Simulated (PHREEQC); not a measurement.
A made-up water analysis in mg/kgw, 25 °C, pH 6.31: Na 5500; K 146; Ca 555; Mg 123; Cl 8420; S(6) as SO4 1680; Alkalinity as HCO3 1.69; Si as SiO2 1.75.

Valence states are taken as typed.

Model: Pitzer model, pitzer.dat, run in PHREEQC.

Precipitation was switched off in this run.

Q: Estimate the activity of water, density.

A: activity of water 0.992; density 1.009 g/cm³.

Q: In which forms is C present?

A: HCO3- 56 %, CO2 44 % of the C.
